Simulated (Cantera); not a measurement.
An isothermal, constant-pressure homogeneous reactor starts with N2O : H2O = 1 : 0.092 (molar parts), at 1600 K and 0.00630 bar. Integrator tolerance rtol = 1e-08.

Model: GRI-Mech 3.0 (53 species, 325 reactions), integrated in Cantera. GRI-Mech 3.0 was tuned for natural gas; its chemistry of N2O as a main component is partial and can be far from experiment. Radical loss at walls, strong at low pressure, is not modelled. The temperature is held fixed by assumption; the heat of reaction is taken as removed at once.

Task: What does this change do: temperature 1600 to 1125 K?

Result: 
| quantity | before | after |
|---|---|---|
| x(N2O) at 30.0 s | 3.08e-6 (gas-phase equilibrium 8.94e-9) | 0.868 (gas-phase equilibrium 6.09e-10) |
| x(H2O) at 30.0 s | 0.0575 (gas-phase equilibrium 0.0575) | 0.0829 (gas-phase equilibrium 0.0578) |
| x(H2) at 30.0 s | 9.85e-6 (gas-phase equilibrium 8.65e-6) | 2.95e-8 (gas-phase equilibrium 3.15e-9) |
| x(H) at 30.0 s | 2.19e-6 (gas-phase equilibrium 2.03e-6) | 6.53e-10 (gas-phase equilibrium 3.16e-11) |
| x(O) at 30.0 s | 9.20e-5 (gas-phase equilibrium 0.000103) | 5.99e-7 (gas-phase equilibrium 3.28e-8) |
| x(OH) at 30.0 s | 0.000499 (gas-phase equilibrium 0.000528) | 1.11e-5 (gas-phase equilibrium 3.02e-6) |
| x(H2O2) at 30.0 s | 8.11e-10 (gas-phase equilibrium 9.14e-10) | 9.81e-9 (gas-phase equilibrium 3.01e-11) |
The mechanism lacks the step 2 NO + O2 → 2 NO2, which can matter for NO2 below about 1400 K.

Task: What does this change do: H2O 0.092 to 0.044 parts?

Result: 
| quantity | before | after |
|---|---|---|
| x(N2O) at 30.0 s | 3.08e-6 (gas-phase equilibrium 8.94e-9) | 4.36e-6 (gas-phase equilibrium 9.37e-9) |
| x(H2O) at 30.0 s | 0.0575 (gas-phase equilibrium 0.0575) | 0.0283 (gas-phase equilibrium 0.0283) |
| x(H2) at 30.0 s | 9.85e-6 (gas-phase equilibrium 8.65e-6) | 4.85e-6 (gas-phase equilibrium 4.19e-6) |
| x(H) at 30.0 s | 2.19e-6 (gas-phase equilibrium 2.03e-6) | 1.54e-6 (gas-phase equilibrium 1.41e-6) |
| x(O) at 30.0 s | 9.20e-5 (gas-phase equilibrium 0.000103) | 9.26e-5 (gas-phase equilibrium 0.000104) |
| x(OH) at 30.0 s | 0.000499 (gas-phase equilibrium 0.000528) | 0.000351 (gas-phase equilibrium 0.000373) |
| x(H2O2) at 30.0 s | 8.11e-10 (gas-phase equilibrium 9.14e-10) | 4.01e-10 (gas-phase equilibrium 4.57e-10) |

Task: What does this change do: temperature 1600 to 1548 K?

Result: 
```tsv
quantity	before	after
x(N2O) at 30.0 s	3.08e-6 (gas-phase equilibrium 8.94e-9)	2.77e-6 (gas-phase equilibrium 7.20e-9)
x(H2O) at 30.0 s	0.0575 (gas-phase equilibrium 0.0575)	0.0576 (gas-phase equilibrium 0.0576)
x(H2) at 30.0 s	9.85e-6 (gas-phase equilibrium 8.65e-6)	5.19e-6 (gas-phase equilibrium 4.60e-6)
x(H) at 30.0 s	2.19e-6 (gas-phase equilibrium 2.03e-6)	8.98e-7 (gas-phase equilibrium 8.38e-7)
x(O) at 30.0 s	9.20e-5 (gas-phase equilibrium 0.000103)	4.89e-5 (gas-phase equilibrium 5.41e-5)
x(OH) at 30.0 s	0.000499 (gas-phase equilibrium 0.000528)	0.000333 (gas-phase equilibrium 0.000350)
x(H2O2) at 30.0 s	8.11e-10 (gas-phase equilibrium 9.14e-10)	6.24e-10 (gas-phase equilibrium 6.96e-10)
```
